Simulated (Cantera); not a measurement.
Cantera run:

```python
import numpy as np
import cantera as ct

gas_names = """
    Cu CuO Cu2 H HO2 H2 H2O H2O2 O OH O2 O3
""".split()
cond_names = """
    Cu(cr) Cu(L) CuO(s) CuO2H2(s) Cu2O(s) Cu2O(L) H2O(s) H2O(L)
""".split()


# ... load() reads the species with a 1 bar reference pressure and builds the phases ...
atoms = {
    'Cu2O': {'Cu': 2, 'O': 1},
    'H2': {'H': 2},
}
top_T = {'CuO(s)': 1390}  # K; cautious upper limits of use, not melting points


# ... equilibrate(T, P, feed) seeds the gas with the atoms and calls Mixture.equilibrate('TP', solver="vcs", rtol=1e-11, max_steps=5000) ...
results = []
feed = {'Cu2O': 1, 'H2': 0.42}  # mol
T = 998.15  # K
P = 170000  # Pa
mix = equilibrate(T, P, feed)
results.append((T, P, feed, dict(zip(mix.species_names, mix.species_moles))))
x = sorted(zip(gas.X, gas.species_names), reverse=True)
print(f"T = {T:g} K  P = {P:g} Pa  gas = {mix.phase_moles(0):.4g} mol")
print("   x: " + "  ".join(f"{s} {v:.3e}" for v, s in x if v > 1e-06))
print("   condensed (mol): " + ("  ".join(f"{mix.phase(i).name} {mix.phase_moles(i):.4g}"
      for i in range(1, mix.n_phases) if mix.phase_moles(i) > 1e-12) or "none"))
```

It prints:

```
T = 998.15 K  P = 170000 Pa  gas = 0.42 mol
   x: H2O 1.000e+00  H2 8.382e-06
   condensed (mol): Cu(cr) 0.84  Cu2O(s) 0.58
```

Method: chemical equilibrium by Gibbs-energy minimisation in Cantera with the NASA 1993 tables (ideal gas, pure condensed phases).
